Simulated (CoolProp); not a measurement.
c-C4F8 (RC318) along the isobar 0.956 MPa: density (kg/m³) from the reference equation and from simpler models built on Tc = 115.2 °C, pc = 2.778 MPa, ω = 0.355; each cubic takes its own stable root.

Computed with CoolProp (reference Helmholtz-energy equation of state, Platzer 1990). This equation is an older, rougher fit.

```
T (°C)  phase  reference
------  -----  ---------
108.75    gas      69.56
117.75    gas      67.01
126.85    gas      64.69
135.95    gas      62.57
145.05    gas      60.63
154.15    gas      58.85
163.25    gas      57.19
172.35    gas      55.65
181.45    gas      54.20
190.45    gas      52.86
199.55    gas      51.59
208.65    gas      50.38
217.75    gas      49.24
226.85    gas      48.16
```

**Question.** How far does each simpler model (ideal gas, van der Waals, Redlich-Kwong, Soave-Redlich-Kwong, Peng-Robinson) lie from the reference over these 14 states: mean and median of the absolute difference, and the worst?

**Answer.** 
- ideal gas: mean 8.1 %, median 7.5 %, worst -13.4 % at 108.75 °C and 0.956 MPa
- van der Waals: mean 0.8 %, median 0.8 %, worst -1.8 % at 108.75 °C and 0.956 MPa
- Redlich-Kwong: mean 0.8 %, median 1.0 %, worst +1.1 % at 226.85 °C and 0.956 MPa
- Soave-Redlich-Kwong: mean 0.2 %, median 0.2 %, worst +0.3 % at 108.75 °C and 0.956 MPa
- Peng-Robinson: mean 1.2 %, median 1.2 %, worst +1.8 % at 108.75 °C and 0.956 MPa
